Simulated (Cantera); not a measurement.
# Thermodynamics of carbon deposition, reforming and gasification, feed C₃H₈ + H₂ + N₂ + CO₂

Charge: 1 mol C₃H₈, 3.4 mol H₂, 0.2 mol N₂, 0.55 mol CO₂, equilibrated at 2700 K.

Equilibrium computed with Cantera from the NASA thermochemical tables; the gas is ideal and each condensed phase is pure. Candidate condensed phases: C, C₆H₆, C₇H₈, C₈H₁₈, H₂O; 136 gas species. The ideal-gas law is rough above about 30 bar. Equilibrium is a limit: real reactors are often held back by kinetics, nucleation or transport.

At 10.0 Pa nothing is condensed. From 1.00 mbar to 100 bar the condensed part is C(graphite). The main C-bearing gas is C₃ at 10.0 Pa and CO at 100 bar. The share of C in condensed phases is highest at 10.0 mbar (57.3 %) and lowest at 10.0 Pa (0.0 %).

| P (Pa) | x H | x H₂ | x CO | x C₃ | x C₂H₂ (acetylene) | x C | x N₂ | x HCN | n C(graphite) |
|---|---|---|---|---|---|---|---|---|---|
| 10 | 0.838 | 0.0218 | 0.0658 | 0.0374 | 0.000290 | 0.0159 | 0.00950 | 0.00122 | 0 |
| 100 | 0.723 | 0.162 | 0.0790 | 0.00880 | 0.00382 | 0.00212 | 0.0109 | 0.00472 | 1.77 |
| 1000 | 0.390 | 0.471 | 0.102 | 0.000880 | 0.0111 | 0.000212 | 0.0131 | 0.00884 | 2.03 |
| 10000 | 0.149 | 0.689 | 0.117 | 8.80e-5 | 0.0162 | 2.12e-5 | 0.0147 | 0.0113 | 2.00 |
| 100000 | 0.0501 | 0.778 | 0.123 | 8.80e-6 | 0.0184 | 2.12e-6 | 0.0153 | 0.0123 | 1.99 |
| 1000000 | 0.0162 | 0.808 | 0.126 | 8.80e-7 | 0.0190 | 2.12e-7 | 0.0156 | 0.0126 | 1.97 |
| 10000000 | 0.00511 | 0.809 | 0.127 | 8.80e-8 | 0.0191 | 2.12e-8 | 0.0158 | 0.0127 | 1.90 |
x: gas mole fraction; n: condensed amount in mol.
